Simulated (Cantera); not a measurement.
What does this Cantera script print?

```python
import numpy as np
import cantera as ct

gas_names = """
    B BH BH2 BH3 BO BO2 B2 B2O B2O2 B2O3 B3O3H3 H HBO HBO2 HO2 H2 H2O H2O2 H3B3O6 O OH O2 O3
""".split()
cond_names = """
    B(b) B(L) B2O3(L) B3O3H3(cr) H2O(s) H2O(L)
""".split()


# ... load() reads the species with a 1 bar reference pressure and builds the phases ...
atoms = {
    'B2H6': {'B': 2, 'H': 6},
    'O2': {'O': 2},
}
top_T = {}  # K; cautious upper limits of use, not melting points


# ... equilibrate(T, P, feed) seeds the gas with the atoms and calls Mixture.equilibrate('TP', solver="vcs", rtol=1e-11, max_steps=5000) ...
results = []
P = 10000  # Pa
for T in [950, 1050, 1150, 1250, 1350, 1450, 1550, 1650, 1750, 1850, 1950, 2050, 2150]:
    for m in [0.12, 0.31, 0.51, 0.7, 0.89, 1.1, 1.3, 1.5, 1.7]:
        feed = {'B2H6': 1, 'O2': m}  # mol
        mix = equilibrate(T, P, feed)
        results.append((T, P, feed, dict(zip(mix.species_names, mix.species_moles))))

for T, P, feed, n in results:
    print(f"{T:7g} {feed['O2']:10.4g}  " + (" + ".join(c for c in cond_names if n.get(c, 0) > 1e-12) or "gas only"))
```

Output:

```
    950       0.12  B(b) + B2O3(L)
    950       0.31  B(b) + B2O3(L)
    950       0.51  B(b) + B2O3(L)
    950        0.7  B(b) + B2O3(L)
    950       0.89  B(b) + B2O3(L)
    950        1.1  B(b) + B2O3(L)
    950        1.3  B(b) + B2O3(L)
    950        1.5  B2O3(L)
    950        1.7  B2O3(L)
   1050       0.12  B(b) + B2O3(L)
   1050       0.31  B(b) + B2O3(L)
   1050       0.51  B(b) + B2O3(L)
   1050        0.7  B(b) + B2O3(L)
   1050       0.89  B(b) + B2O3(L)
   1050        1.1  B(b) + B2O3(L)
   1050        1.3  B(b) + B2O3(L)
   1050        1.5  B2O3(L)
   1050        1.7  B2O3(L)
   1150       0.12  B(b) + B2O3(L)
   1150       0.31  B(b) + B2O3(L)
   1150       0.51  B(b) + B2O3(L)
   1150        0.7  B(b) + B2O3(L)
   1150       0.89  B(b) + B2O3(L)
   1150        1.1  B(b) + B2O3(L)
   1150        1.3  B(b) + B2O3(L)
   1150        1.5  B2O3(L)
   1150        1.7  B2O3(L)
   1250       0.12  B(b) + B2O3(L)
   1250       0.31  B(b) + B2O3(L)
   1250       0.51  B(b) + B2O3(L)
   1250        0.7  B(b) + B2O3(L)
   1250       0.89  B(b) + B2O3(L)
   1250        1.1  B(b) + B2O3(L)
   1250        1.3  B(b) + B2O3(L)
   1250        1.5  B2O3(L)
   1250        1.7  B2O3(L)
   1350       0.12  B(b) + B2O3(L)
   1350       0.31  B(b) + B2O3(L)
   1350       0.51  B(b) + B2O3(L)
   1350        0.7  B(b) + B2O3(L)
   1350       0.89  B(b) + B2O3(L)
   1350        1.1  B(b) + B2O3(L)
   1350        1.3  B(b) + B2O3(L)
   1350        1.5  B2O3(L)
   1350        1.7  B2O3(L)
   1450       0.12  B(b) + B2O3(L)
   1450       0.31  B(b) + B2O3(L)
   1450       0.51  B(b) + B2O3(L)
   1450        0.7  B(b) + B2O3(L)
   1450       0.89  B(b) + B2O3(L)
   1450        1.1  B(b) + B2O3(L)
   1450        1.3  B(b) + B2O3(L)
   1450        1.5  B2O3(L)
   1450        1.7  B2O3(L)
   1550       0.12  B(b) + B2O3(L)
   1550       0.31  B(b) + B2O3(L)
   1550       0.51  B(b) + B2O3(L)
   1550        0.7  B(b) + B2O3(L)
   1550       0.89  B(b) + B2O3(L)
   1550        1.1  B(b) + B2O3(L)
   1550        1.3  B(b) + B2O3(L)
   1550        1.5  B2O3(L)
   1550        1.7  B2O3(L)
   1650       0.12  B(b)
   1650       0.31  B(b) + B2O3(L)
   1650       0.51  B(b) + B2O3(L)
   1650        0.7  B(b) + B2O3(L)
   1650       0.89  B(b) + B2O3(L)
   1650        1.1  B(b) + B2O3(L)
   1650        1.3  B(b) + B2O3(L)
   1650        1.5  B2O3(L)
   1650        1.7  B2O3(L)
   1750       0.12  B(b)
   1750       0.31  B(b)
   1750       0.51  B(b) + B2O3(L)
   1750        0.7  B(b) + B2O3(L)
   1750       0.89  B(b) + B2O3(L)
   1750        1.1  B(b) + B2O3(L)
   1750        1.3  B(b) + B2O3(L)
   1750        1.5  B2O3(L)
   1750        1.7  B2O3(L)
   1850       0.12  B(b)
   1850       0.31  B(b)
   1850       0.51  B(b)
   1850        0.7  B(b)
   1850       0.89  B(b)
   1850        1.1  gas only
   1850        1.3  B2O3(L)
   1850        1.5  B2O3(L)
   1850        1.7  B2O3(L)
   1950       0.12  B(b)
   1950       0.31  B(b)
   1950       0.51  B(b)
   1950        0.7  B(b)
   1950       0.89  B(b)
   1950        1.1  gas only
   1950        1.3  gas only
   1950        1.5  gas only
   1950        1.7  gas only
   2050       0.12  B(b)
   2050       0.31  B(b)
   2050       0.51  B(b)
   2050        0.7  B(b)
   2050       0.89  B(b)
   2050        1.1  gas only
   2050        1.3  gas only
   2050        1.5  gas only
   2050        1.7  gas only
   2150       0.12  B(b)
   2150       0.31  B(b)
   2150       0.51  B(b)
   2150        0.7  B(b)
   2150       0.89  B(b)
   2150        1.1  gas only
   2150        1.3  gas only
   2150        1.5  gas only
   2150        1.7  gas only
```

Method: chemical equilibrium by Gibbs-energy minimisation in Cantera with the NASA 1993 tables (ideal gas, pure condensed phases). The feed counts by its element totals alone. Mutual solubility and eutectic melting of coexisting phases are not modelled.
